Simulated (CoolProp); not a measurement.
Vapour-liquid equilibrium of R1234yf (1) + R152A (2) at 1.74 bar; x and y are mole fractions of (1).

Model: multi-fluid Helmholtz-energy mixture model, Lemmon 2022 and Outcalt 1996; pair parameters Bell 2023, in CoolProp.

```tsv
x	bubble temperature, mixture model (K)	bubble temperature, Raoult's law (K)	y, mixture model	y, Raoult's law
0.05	261.2	261.8	0.079	0.061
0.2	259.3	260.9	0.266	0.235
0.35	258.2	260.1	0.412	0.398
0.5	257.4	259.3	0.542	0.552
0.65	257.0	258.5	0.670	0.696
0.8	256.7	257.8	0.805	0.832
0.95	256.7	257.0	0.949	0.959
```

The largest gap from Raoult's law is -1.9 K in bubble temperature, at x = 0.35. y crosses x between x = 0.8 and 0.95: the model has an azeotrope there.

Pair parameters are fitted to limited data, so mixtures are less certain than the pure fluids.
